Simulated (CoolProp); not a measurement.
Tetrahydrofuran along the isotherm 108.85 °C: Z from the reference equation and from simpler models built on Tc = 267.0 °C, pc = 5.304 MPa, ω = 0.234; each cubic takes its own stable root.

Computed with CoolProp (reference Helmholtz-energy equation of state, Fiedler 2023).

```
p (MPa)   phase  reference  Redlich-Kwong  Soave-Redlich-Kwong  Peng-Robinson
-------  ------  ---------  -------------  -------------------  -------------
0.497    liquid    0.01439         0.9093              0.01555        0.01373
0.995    liquid    0.02878        0.03223              0.03107        0.02744
1.49     liquid    0.04305        0.04814              0.04644        0.04103
1.99     liquid    0.05743        0.06415              0.06192        0.05472
2.49     liquid    0.07178        0.08008              0.07735        0.06836
2.98     liquid    0.08582        0.09563              0.09242        0.08170
3.48     liquid     0.1001         0.1114               0.1077        0.09528
3.98     liquid     0.1144         0.1272               0.1230         0.1088
4.48     liquid     0.1286         0.1428               0.1383         0.1223
4.97     liquid     0.1426         0.1582               0.1531         0.1355
5.47     liquid     0.1567         0.1737               0.1683         0.1489
5.97     liquid     0.1709         0.1892               0.1834         0.1623
6.46     liquid     0.1847         0.2044               0.1982         0.1754
6.96     liquid     0.1989         0.2198               0.2132         0.1888
7.46     liquid     0.2129         0.2351               0.2282         0.2021
7.96     liquid     0.2270         0.2504               0.2431         0.2154
```

At some of these states Redlich-Kwong gives the other phase, because its saturation line lies elsewhere.
